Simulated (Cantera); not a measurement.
Charge: 1 mol CsOH, 0.34 mol H2, 5.8 mol H2O, held at 2148 K and 1.50 Torr.

Method: chemical equilibrium by Gibbs-energy minimisation in Cantera with the NASA 1993 tables (ideal gas, pure condensed phases). Equilibrium is a limit: real reactors are often held back by kinetics, nucleation or transport.

```json
[
 {"species": "H2O", "before": "0.707", "after": "0.814"},
 {"species": "CsOH", "before": "0.0351", "after": "0.129"},
 {"species": "H2", "before": "0.0724", "after": "0.0435"},
 {"species": "Cs", "before": "0.0891", "after": "0.00988"},
 {"species": "O2", "before": "0.0319", "after": "0.000234"},
 {"species": "H", "before": "0.0251", "after": "0.000869"},
 {"species": "OH", "before": "0.0315", "after": "0.00209"},
 {"species": "O", "before": "0.00770", "after": "2.95e-5"},
 {"species": "CsO", "before": "0.000109", "after": "2.32e-5"}
]
```
Gas species are given as mole fractions.

Task: Name the change that produced these shifts.
A) temperature from 2148 K to 1323 K
B) temperature from 2148 K to 1250 K
C) pressure from 1.50 Torr to 0.495 Torr
D) pressure from 1.50 Torr to 750 Torr

Result: D, pressure from 1.50 Torr to 750 Torr
